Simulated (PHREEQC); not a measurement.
Dissolve 0.0042 mol/kgw HCl, 0.0027 mol/kgw NiSO4 and 0.0037 mol/kgw Fe2(SO4)3 at 15 °C. Closed to the air; pH follows from the charge balance.

Model: ion-association model, wateq4f.dat, run in PHREEQC.

Each row changes one thing in this solution. Precipitation was switched off in this run.

```tsv
case	pH	ionic strength (mol/kgw)	FeSO4+ (mol/kgw)	SO4-2 (mol/kgw)	HSO4- (mol/kgw)	Fe+3 (mol/kgw)	SI of Goethite (FeOOH)	SI of Hematite (Fe2O3)
as made	2.49	0.0266	0.00588	0.00556	0.000906	0.000597	+4.38	+10.73
diluted 100-fold with water	3.83	0.000509	1.25e-6	0.000135	1.47e-6	1.43e-6	+6.17	+14.30
HCl left out	3.00	0.0260	0.00521	0.00670	0.000336	0.000434	+5.79	+13.54
temperature from 15 to 5 °C	2.50	0.0272	0.00590	0.00571	0.000767	0.000738	+4.09	+10.10
HCl from 0.0042 to 0.00378 mol/kgw	2.53	0.0263	___	0.00563	0.000842	___	+4.49	+10.94
Fe2(SO4)3 from 0.0037 to 0.00333 mol/kgw	2.49	0.0254	___	0.00523	0.000865	0.000555	+4.35	+10.67
NiSO4 replaced by NaHSO4 at the same molality	2.30	___	0.00600	0.00547	0.00140	0.000593	+3.83	+9.61
0.00038 mol/kgw HBr added	2.46	___	0.00589	0.00550	0.000964	0.000609	+4.29	+10.55
```

Fill in the missing entries.


- HCl from 0.0042 to 0.00378 mol/kgw, FeSO4+ (mol/kgw): 0.00586
- HCl from 0.0042 to 0.00378 mol/kgw, Fe+3 (mol/kgw): 0.000585
- Fe2(SO4)3 from 0.0037 to 0.00333 mol/kgw, FeSO4+ (mol/kgw): 0.00528
- NiSO4 replaced by NaHSO4 at the same molality, ionic strength (mol/kgw): 0.0246
- 0.00038 mol/kgw HBr added, ionic strength (mol/kgw): 0.0269

Species that the database lacks are ignored. Some of these states are supersaturated (in Hematite (slow to form), Goethite (slow to form), for instance). At this temperature some constants are extrapolated from 25 °C, and those without enthalpy data are left unchanged.
